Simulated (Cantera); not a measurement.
An adiabatic, constant-volume homogeneous reactor starts with H2 : O2 : N2 = 1 : 1.22 : 4.59 (molar parts), equivalence ratio 0.41, at 1650 K and 3.20 bar. Integrator tolerance rtol = 1e-08.

Detailed kinetics in Cantera: the H2/O2 subset of GRI-Mech 3.0, which has no nitrogen chemistry. The hydrogen kinetics of GRI-Mech 3.0 are dated; newer H2 mechanisms differ, most at raised pressure.

How do the results move with these cheaper or finer settings: rtol 1e-08 to 0.01; full GRI-Mech 3.0 in place of its H2/O2 subset?


| setting | time of steepest temperature rise | temperature at 6.00 s | equilibrium temperature | x(H2) at 6.00 s | integrator steps |
|---|---|---|---|---|---|
| as above | 3.07 µs | 2721 K | 2721 K | 0.00316 | 952 |
| rtol 1e-08 to 0.01 | 3.14 µs | 2720 K | 2721 K | 0.00315 | 139 |
| full GRI-Mech 3.0 in place of its H2/O2 subset | 3.07 µs | 2685 K | 2685 K | 0.00290 | 1164 |
